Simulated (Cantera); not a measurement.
A perfectly stirred reactor is fed with C3H8 : O2 : N2 = 1 : 5.62 : 21.1 (molar parts), at 1.00 bar; it is adiabatic with a 625 K inlet, and is followed from long to short residence time, starting on the burning branch (τ in s: 0.12, 0.041, 0.014, 0.005, 0.0017, 0.00061, 0.00021, 7.4e-05, 2.6e-05, 9e-06, 3.2e-06).

Model: GRI-Mech 3.0 (53 species, 325 reactions), integrated in Cantera. GRI-Mech 3.0 was tuned for natural gas; its chemistry of propane as a main component is partial and can be far from experiment.

x: mole fraction; the columns are a selection and need not sum to one.

```csv
τ (s),T (K),x C3H8,x O2,x H2,x H2O,x CH3
0.12,2338,8.98e-8,0.0240,0.00248,0.132,3.44e-7
0.041,2328,?,0.0251,?,0.132,?
0.014,2301,6.67e-7,0.0268,0.00342,0.130,2.18e-6
0.0050,2253,1.61e-6,0.0292,0.00458,0.127,4.70e-6
0.0017,2181,3.91e-6,0.0322,0.00625,0.124,1.05e-5
0.00061,2102,?,?,?,0.120,?
0.00021,2014,2.52e-5,0.0395,0.00957,0.116,5.91e-5
7.4e-5,1914,8.40e-5,0.0475,0.0109,0.113,0.000175
2.6e-5,625,0.0361,0.203,<1e-12,<1e-12,<1e-12
9.0e-6,625,0.0361,0.203,<1e-12,<1e-12,<1e-12
3.2e-6,625,0.0361,0.203,<1e-12,<1e-12,<1e-12
```

### Question
What belongs in the gaps?

### Answer

- 0.041, x C3H8: 2.50e-7
- 0.041, x H2: 0.00276
- 0.041, x CH3: 9.06e-7
- 0.00061, x C3H8: 9.31e-6
- 0.00061, x O2: 0.0353
- 0.00061, x H2: 0.00797
- 0.00061, x CH3: 2.35e-5
